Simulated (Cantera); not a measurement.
A perfectly stirred reactor is fed with 19.3 % CO, 5.41 % H₂, 6.76 % CH₄, 14.4 % O₂, 54.1 % N₂, equivalence ratio 1.8, at 0.250 bar; it is adiabatic with a 725 K inlet, and is followed from long to short residence time, starting on the burning branch (τ in s: 0.24, 0.083, 0.028, 0.0096, 0.0033, 0.0011, 0.00038, 0.00013, 4.4e-05, 1.5e-05, 5.1e-06).

Computed with Cantera and GRI-Mech 3.0 (53 species, 325 reactions).

Q: Predict: blow-out, bracketed by the residence times tried; x(CO) at τ = 0.240 s; x(H₂) at τ = 0.240 s; x(CH₄) at τ = 0.240 s; x(NO₂) at τ = 0.240 s; x(O) at τ = 0.240 s; x(CO) at τ = 1.10 ms; x(H₂) at τ = 1.10 ms; x(CH₄) at τ = 1.10 ms; x(O) at τ = 1.10 ms.

A: blow-out, bracketed by the residence times tried: burning at 0.130 ms, out at 44.0 µs
x(CO) at τ = 0.240 s: 0.178
x(H₂) at τ = 0.240 s: 0.0525
x(CH₄) at τ = 0.240 s: 3.18e-6
x(NO₂) at τ = 0.240 s: 3.41e-9
x(O) at τ = 0.240 s: 0.000189
x(CO) at τ = 1.10 ms: 0.174
x(H₂) at τ = 1.10 ms: 0.0513
x(CH₄) at τ = 1.10 ms: 0.000120
x(O) at τ = 1.10 ms: 0.00315
